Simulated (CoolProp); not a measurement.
Vapour-liquid equilibrium of cyclohexane (1) + n-heptane (2) at 396.7 K; x and y are mole fractions of (1).

The numbers come from the multi-fluid Helmholtz-energy mixture model, Zhou 2014 and Span 2003; pair parameters Bell 2016 in CoolProp.

```
x      bubble pressure, mixture model (MPa)  bubble pressure, Raoult's law (MPa)  y, mixture model  y, Raoult's law
-----  ------------------------------------  -----------------------------------  ----------------  ---------------
0.05                                 0.2068                               0.2066             0.074            0.076
0.125                                0.2156                               0.2150             0.179            0.182
0.2                                  0.2243                               0.2234             0.275            0.280
0.275                                0.2331                               0.2318             0.365            0.371
0.35                                 0.2417                               0.2402             0.449            0.456
0.425                                0.2503                               0.2487             0.527            0.535
0.5                                  0.2588                               0.2571             0.600            0.609
0.575                                0.2673                               0.2655             0.669            0.678
0.65                                 0.2756                               0.2739             0.734            0.743
0.725                                0.2838                               0.2823             0.795            0.804
0.8                                  0.2919                               0.2907             0.854            0.862
0.875                                0.2999                               0.2991             0.911            0.916
0.95                                 0.3079                               0.3075             0.965            0.967
```

The largest gap from Raoult's law is +0.7 % in bubble pressure, at x = 0.5. No azeotrope shows between x = 0.05 and 0.95.

The pair parameters rest on a limited set of measurements; away from them the model extrapolates.
